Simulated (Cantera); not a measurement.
An isothermal, constant-pressure homogeneous reactor starts with C3H8 : H2 = 1 : 77 (molar parts), at 1650 K and 14000 Pa. Integrator tolerance rtol = 1e-08.

Detailed kinetics in Cantera: GRI-Mech 3.0 (53 species, 325 reactions). GRI-Mech 3.0 was tuned for natural gas; its chemistry of propane as a main component is partial and can be far from experiment. GRI-Mech 3.0 stops at C3 and has no aromatics, soot or wall deposition, so with more carbon than oxygen in the feed, carbon stays in small species such as C2H2 where larger ones or solid carbon would form.

Q: What does this change do: pressure from 14000 Pa to 1330 Pa?

A: 
| quantity | before | after |
|---|---|---|
| x(C3H8) at 3.00 s | 7.51e-12 (gas-phase equilibrium 3.53e-12) | 5.14e-12 (gas-phase equilibrium <1e-12) |
| x(H2) at 3.00 s | 0.978 (gas-phase equilibrium 0.979) | 0.977 (gas-phase equilibrium 0.981) |
| x(H) at 3.00 s | 0.000239 (gas-phase equilibrium 0.000242) | 0.000728 (gas-phase equilibrium 0.000785) |
| x(CH3) at 3.00 s | 3.07e-5 (gas-phase equilibrium 1.72e-5) | 0.000115 (gas-phase equilibrium 5.55e-6) |
| x(C2H2) at 3.00 s | 0.0154 (gas-phase equilibrium 0.0167) | 0.0148 (gas-phase equilibrium 0.0183) |
| x(CH2) at 3.00 s | 7.33e-9 (gas-phase equilibrium 4.17e-9) | 8.13e-8 (gas-phase equilibrium 4.37e-9) |
Radical loss at walls, strong at low pressure, is not modelled.

Q: What does this change do: pressure from 14000 Pa to 140000 Pa?

A: 
| quantity | before | after |
|---|---|---|
| x(C3H8) at 3.00 s | 7.51e-12 (gas-phase equilibrium 3.53e-12) | 9.69e-10 (gas-phase equilibrium 9.69e-10) |
| x(H2) at 3.00 s | 0.978 (gas-phase equilibrium 0.979) | 0.970 (gas-phase equilibrium 0.970) |
| x(H) at 3.00 s | 0.000239 (gas-phase equilibrium 0.000242) | 7.61e-5 (gas-phase equilibrium 7.61e-5) |
| x(CH3) at 3.00 s | 3.07e-5 (gas-phase equilibrium 1.72e-5) | 3.52e-5 (gas-phase equilibrium 3.52e-5) |
| x(C2H2) at 3.00 s | 0.0154 (gas-phase equilibrium 0.0167) | 0.00717 (gas-phase equilibrium 0.00717) |
| x(CH2) at 3.00 s | 7.33e-9 (gas-phase equilibrium 4.17e-9) | 2.72e-9 (gas-phase equilibrium 2.72e-9) |

Q: What does this change do: H2 77 to 17 parts?

A: 
```
quantity                                              before                                      after
-----------------  -----------------------------------------  -----------------------------------------
x(C3H8) at 3.00 s  7.51e-12 (gas-phase equilibrium 3.53e-12)  4.05e-11 (gas-phase equilibrium 2.52e-11)
x(H2) at 3.00 s          0.978 (gas-phase equilibrium 0.979)        0.923 (gas-phase equilibrium 0.925)
x(H) at 3.00 s     0.000239 (gas-phase equilibrium 0.000242)  0.000232 (gas-phase equilibrium 0.000235)
x(CH3) at 3.00 s     3.07e-5 (gas-phase equilibrium 1.72e-5)    4.74e-5 (gas-phase equilibrium 3.27e-5)
x(C2H2) at 3.00 s      0.0154 (gas-phase equilibrium 0.0167)      0.0668 (gas-phase equilibrium 0.0681)
x(CH2) at 3.00 s     7.33e-9 (gas-phase equilibrium 4.17e-9)    1.16e-8 (gas-phase equilibrium 8.17e-9)
```
